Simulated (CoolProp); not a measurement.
R142b at 298.15 K and 1.16 MPa is throttled through a valve to 0.186 MPa with no heat exchange. Each further row changes one setting.

The numbers come from the reference Helmholtz-energy equation of state, Lemmon 2006 in CoolProp. It is a short technical equation, of lower accuracy than the large ones.

| case | temperature change (K) | final phase | final density (kg/m³) |
|---|---|---|---|
| as stated | -18.1 | two-phase, vapour fraction 0.110 | 73.1 |
| outlet pressure 0.0558 MPa | -47.9 | two-phase, vapour fraction 0.262 | 10.5 |
| outlet pressure 0.242 MPa | -10.4 | two-phase, vapour fraction 0.066 | 146 |
